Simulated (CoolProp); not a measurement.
trans-2-butene at 293.15 K and 0.166 MPa is compressed adiabatically to 0.473 MPa with isentropic efficiency 0.85. Each further row changes one setting.

Computed with CoolProp (reference Helmholtz-energy equation of state, Lemmon 2005). It is a short technical equation, of lower accuracy than the large ones.

```csv
case,work (kJ/kg),final temperature (K),final density (kg/m³)
as stated,___,___,___
efficiency 1,___,327.2,___
efficiency 0.65,___,___,___
```

Question: Fill in the missing entries.

Answer: 
- as stated, work (kJ/kg): 52.0
- as stated, final temperature (K): 331.3
- as stated, final density (kg/m³): 10.8
- efficiency 1, work (kJ/kg): 44.2
- efficiency 1, final density (kg/m³): 11.0
- efficiency 0.65, work (kJ/kg): 68.0
- efficiency 0.65, final temperature (K): 339.9
- efficiency 0.65, final density (kg/m³): 10.4
